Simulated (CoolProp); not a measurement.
Vapour-liquid equilibrium of R125 (1) + R143a (2) at 500 kPa; x and y are mole fractions of (1).

Computed with CoolProp (multi-fluid Helmholtz-energy mixture model, Lemmon 2005 and Lemmon and Jacobsen 2000; pair parameters Lemmon 2004).

```tsv
x	bubble temperature, mixture model (K)	bubble temperature, Raoult's law (K)	y, mixture model	y, Raoult's law
0.05	266.5	266.3	0.049	0.054
0.2	266.5	266.0	0.201	0.212
0.35	266.4	265.6	0.358	0.367
0.5	266.1	265.3	0.516	0.519
0.65	265.7	264.9	0.670	0.667
0.8	265.1	264.6	0.819	0.812
0.95	264.4	264.3	0.957	0.953
```

The largest gap from Raoult's law is +0.8 K in bubble temperature, at x = 0.5. y crosses x between x = 0.05 and 0.2: the model has an azeotrope there.

Pair parameters are fitted to limited data, so mixtures are less certain than the pure fluids.
